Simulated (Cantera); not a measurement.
An isothermal, constant-pressure homogeneous reactor starts with C2H6 : H2 = 1 : 74 (molar parts), at 1223 K and 1.01 bar.

Model: GRI-Mech 3.0 (53 species, 325 reactions), integrated in Cantera. GRI-Mech 3.0 stops at C3 and has no aromatics, soot or wall deposition, so with more carbon than oxygen in the feed, carbon stays in small species such as C2H2 where larger ones or solid carbon would form.

x: mole fraction; the columns are a selection and need not sum to one.

```
t (s)         x C2H6   x H2      x C2H2     x CH2      x C2H4   x C2H
--------  ----------  -----  ----------  --------  ----------  ------
7.00e-6       0.0133  0.987      <1e-12    <1e-12     5.04e-8  <1e-12
2.56e-5       0.0133  0.987    1.67e-12    <1e-12     1.45e-6  <1e-12
9.36e-5       0.0133  0.987    3.53e-10    <1e-12     2.38e-5  <1e-12
0.000342      0.0130  0.987  (withheld)  2.73e-12  (withheld)  <1e-12
0.00125       0.0111  0.986     2.69e-6  6.70e-12     0.00195  <1e-12
0.00458      0.00622  0.986     3.85e-5  4.57e-12     0.00604  <1e-12
0.0167       0.00177  0.985    0.000229  2.04e-12     0.00939  <1e-12
0.0612      0.000963  0.984    0.000620  1.58e-12     0.00884  <1e-12
0.224       0.000728  0.982    0.000845  1.80e-12     0.00675  <1e-12
0.818       0.000420  0.978    0.000518  1.52e-12     0.00390  <1e-12
2.99      (withheld)  0.975  (withheld)    <1e-12  (withheld)  <1e-12
10.9         2.07e-5  0.974     2.73e-5    <1e-12    0.000206  <1e-12
40.0         8.19e-7  0.973     9.52e-7    <1e-12     7.61e-6  <1e-12
```

Q: Some entries are withheld; supply them.

A: 
- 0.000342, x C2H2: 5.30e-8
- 0.000342, x C2H4: 0.000293
- 2.99, x C2H6: 0.000146
- 2.99, x C2H2: 0.000179
- 2.99, x C2H4: 0.00137
